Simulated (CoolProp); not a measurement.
The fluid at 497.57 K and 0.122 MPa flows at 5.3 m/s in a round tube of 50 mm bore and 1.5 µm roughness, fully developed (64/Re and Nu = 3.66 if laminar; Colebrook and Gnielinski if turbulent). The same conditions are run with several fluids, on thermodynamics alone (safety and materials aside).

Model: reference Helmholtz-energy equation of state of each fluid (propylene: Lemmon 2013; dry air: Lemmon 2000; propane: Lemmon 2009; n-octane: Beckmüller 2019; benzene: Thol 2012), in CoolProp. Blends and air are pseudo-pure fits.

Task: Rank propylene, dry air, propane, n-octane, benzene by Reynolds number, highest first.

Result: n-octane (97900), benzene (49500), propane (26100), propylene (23500), dry air (8380)

```json
[
 {"fluid": "propylene", "Darcy friction factor": "0.0250", "pressure drop (Pa/m)": "8.73", "heat-transfer coefficient (W/(m² K))": "50.8", "mass flow (kg/h)": "46.6"},
 {"fluid": "dry air", "Darcy friction factor": "0.0324", "pressure drop (Pa/m)": "7.78", "heat-transfer coefficient (W/(m² K))": "20.1", "mass flow (kg/h)": "32.0"},
 {"fluid": "propane", "Darcy friction factor": "0.0243", "pressure drop (Pa/m)": "8.92", "heat-transfer coefficient (W/(m² K))": "59.2", "mass flow (kg/h)": "48.9"},
 {"fluid": "n-octane", "Darcy friction factor": "0.0182", "pressure drop (Pa/m)": "17.8", "heat-transfer coefficient (W/(m² K))": "116", "mass flow (kg/h)": "130"},
 {"fluid": "benzene", "Darcy friction factor": "0.0210", "pressure drop (Pa/m)": "13.8", "heat-transfer coefficient (W/(m² K))": "64.4", "mass flow (kg/h)": "87.4"}
]
```

Transport values come from each fluid's own correlations; those of propylene are estimates that may be off by 10 % or more.
